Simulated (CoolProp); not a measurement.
Vapour-liquid equilibrium of isohexane (1) + n-hexane (2) at 275 kPa; x and y are mole fractions of (1).

Values from CoolProp's multi-fluid Helmholtz-energy mixture model, Lemmon 2006 and Thol 2019; pair parameters Bell 2016.

```csv
x,"bubble temperature, mixture model (K)","bubble temperature, Raoult's law (K)","y, mixture model","y, Raoult's law"
0.05,377.0,377.0,0.061,0.062
0.15,375.9,376.0,0.179,0.181
0.25,374.9,375.1,0.292,0.294
0.35,373.9,374.2,0.399,0.403
0.45,373.0,373.3,0.501,0.506
0.55,372.1,372.4,0.599,0.605
0.65,371.2,371.5,0.693,0.700
0.75,370.4,370.6,0.784,0.790
0.85,369.6,369.8,0.872,0.877
0.95,368.9,369.0,0.958,0.960
```

The largest gap from Raoult's law is -0.3 K in bubble temperature, at x = 0.55. No azeotrope shows between x = 0.05 and 0.95.

The pair parameters rest on a limited set of measurements; away from them the model extrapolates.
